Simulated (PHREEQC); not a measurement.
Dissolve 0.031 mol/kgw (NH4)2SO4 at 68 °C. Closed to the air; pH follows from the charge balance.

All values are PHREEQC results (ion-association model, phreeqc.dat), not measurements.

```csv
quantity,before,after
pH,5.07,5.03
ionic strength (mol/kgw),0.0803,0.152
SO4-2 (mol/kgw),0.0247,0.0450
NH4SO4- (mol/kgw),0.00631,0.0170
```

### Question
Name the change that produced these shifts.
(A) (NH4)2SO4 from 0.031 to 0.062 mol/kgw
(B) (NH4)2SO4 from 0.031 to 0.31 mol/kgw
(C) (NH4)2SO4 from 0.031 to 0.155 mol/kgw
(D) temperature from 68 to 55 °C

### Answer
A, (NH4)2SO4 from 0.031 to 0.062 mol/kgw

This is a speciation only: nothing precipitates in the calculation. Away from 25 °C the constants follow the database's enthalpies or fits; those with neither stay at their 25 °C values.
